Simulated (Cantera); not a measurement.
An isothermal, constant-pressure homogeneous reactor starts with H2 : O2 : N2 = 0.36 : 1 : 0.86 (molar parts), equivalence ratio 0.18, at 850 K and 100.0 Torr. Integrator tolerance rtol = 1e-08.

Computed with Cantera and the H2/O2 subset of GRI-Mech 3.0, which has no nitrogen chemistry. Radical loss at walls, strong at low pressure, is not modelled. Below about 950 K walls govern HO2 and H2O2 in real vessels. The temperature is held fixed by assumption; the heat of reaction is taken as removed at once.

Q: What does this change do: temperature 850 to 750 K?

A: 
| quantity | before | after |
|---|---|---|
| x(H2) at 5.00 s | 0.0200 (gas-phase equilibrium <1e-12) | 0.162 (gas-phase equilibrium <1e-12) |
| x(O2) at 5.00 s | 0.408 (gas-phase equilibrium 0.402) | 0.450 (gas-phase equilibrium 0.402) |
| x(H) at 5.00 s | 8.37e-8 (gas-phase equilibrium <1e-12) | <1e-12 (gas-phase equilibrium <1e-12) |
| x(OH) at 5.00 s | 9.27e-8 (gas-phase equilibrium 9.50e-9) | <1e-12 (gas-phase equilibrium 4.46e-10) |
| x(H2O) at 5.00 s | 0.154 (gas-phase equilibrium 0.176) | 1.53e-8 (gas-phase equilibrium 0.176) |

Q: What does this change do: temperature 850 to 1025 K?

A: 
```
quantity                                           before                                      after
----------------  ---------------------------------------  -----------------------------------------
x(H2) at 5.00 s     0.0200 (gas-phase equilibrium <1e-12)  8.55e-10 (gas-phase equilibrium 1.39e-10)
x(O2) at 5.00 s       0.408 (gas-phase equilibrium 0.402)        0.402 (gas-phase equilibrium 0.402)
x(H) at 5.00 s     8.37e-8 (gas-phase equilibrium <1e-12)    2.25e-12 (gas-phase equilibrium <1e-12)
x(OH) at 5.00 s   9.27e-8 (gas-phase equilibrium 9.50e-9)    1.34e-6 (gas-phase equilibrium 4.80e-7)
x(H2O) at 5.00 s      0.154 (gas-phase equilibrium 0.176)        0.176 (gas-phase equilibrium 0.176)
```
